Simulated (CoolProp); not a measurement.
Vapour-liquid equilibrium of ethanol (1) + ethylbenzene (2) at 97.05 °C; x and y are mole fractions of (1).

Values from CoolProp's multi-fluid Helmholtz-energy mixture model, Schroeder 2014 and Zhou 2012; pair parameters Bell 2016.

Q: Give the bubble pressure and the first vapour's composition at x = 0.05, 0.35, 0.95. Is there an azeotrope?

A: x = 0.05: 70.73 kPa, y = 0.573; x = 0.35: 161.8 kPa, y = 0.839; x = 0.95: 199.6 kPa, y = 0.966. No azeotrope shows between x = 0.05 and 0.95.

Pair parameters are fitted to limited data, so mixtures are less certain than the pure fluids. With so large a gap from Raoult's law the liquid may split in two, which this calculation doesn't test in full.
